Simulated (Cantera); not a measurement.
A perfectly stirred reactor is fed with H2 : O2 = 0.12 : 1 (molar parts), equivalence ratio 0.060, at 0.0140 bar; it is held at 1348 K, and followed from long to short residence time.

Cantera simulation using GRI-Mech 3.0 (53 species, 325 reactions); the numbers are that mechanism's predictions, not measurements. Radical loss at walls, strong at low pressure, is not modelled. The temperature is held fixed by assumption; the heat of reaction is taken as removed at once.

Q: Predict: x(H2) at τ = 10.0 s; x(O2) at τ = 10.0 s; x(H2O2) at τ = 10.0 s; x(H) at τ = 10.0 s; x(HO2) at τ = 10.0 s; x(H2) at τ = 0.110 s; x(O2) at τ = 0.110 s; x(H2O2) at τ = 0.110 s; x(H) at τ = 0.110 s; x(HO2) at τ = 0.110 s.

A: 
```json
{
 "x(H2) at τ = 10.0 s": "8.01e-5",
 "x(O2) at τ = 10.0 s": "0.885",
 "x(H2O2) at τ = 10.0 s": "3.93e-8",
 "x(H) at τ = 10.0 s": "4.99e-5",
 "x(HO2) at τ = 10.0 s": "7.26e-7",
 "x(H2) at τ = 0.110 s": "0.00131",
 "x(O2) at τ = 0.110 s": "0.866",
 "x(H2O2) at τ = 0.110 s": "1.27e-7",
 "x(H) at τ = 0.110 s": "0.00365",
 "x(HO2) at τ = 0.110 s": "3.44e-6"
}
```
